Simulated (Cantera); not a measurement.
Charge: 1 mol Si, 0.041 mol CO2, 180 mol N2, held at 22.0 Pa.

Equilibrium computed with Cantera from the NASA thermochemical tables; the gas is ideal and each condensed phase is pure. Candidate condensed phases: C, Si, SiC, SiO2, Si2N2O, Si3N4; 34 gas species. N2 is the only nitrogen source here; it is nearly inert below about 1500 K, so the nitride shown seldom forms there in practice. Mutual solubility and eutectic melting of coexisting phases are not modelled. The numbers say what is thermodynamically allowed, not how fast it happens.

What share of the Si ends up in condensed phases as a function of T (K), at 1273, 1373, 1473, 1573, 1673, 1773, 1873, 1973, 2073, 2173?


```json
[
 {"T (K)": "1273", "Si condensed (%)": "100.0", "as": "SiC(s) + Si2N2O(s) + Si3N4(s)"},
 {"T (K)": "1373", "Si condensed (%)": "99.4", "as": "SiC(s) + Si2N2O(s) + Si3N4(s)"},
 {"T (K)": "1473", "Si condensed (%)": "94.0", "as": "SiC(s) + Si3N4(s)"},
 {"T (K)": "1573", "Si condensed (%)": "87.9", "as": "SiC(s) + Si3N4(s)"},
 {"T (K)": "1673", "Si condensed (%)": "55.6", "as": "Si(s) + SiC(s)"},
 {"T (K)": "1773", "Si condensed (%)": "1.2", "as": "SiC(s)"},
 {"T (K)": "1873", "Si condensed (%)": "0.0", "as": "-"},
 {"T (K)": "1973", "Si condensed (%)": "0.0", "as": "-"},
 {"T (K)": "2073", "Si condensed (%)": "0.0", "as": "-"},
 {"T (K)": "2173", "Si condensed (%)": "0.0", "as": "-"}
]
```
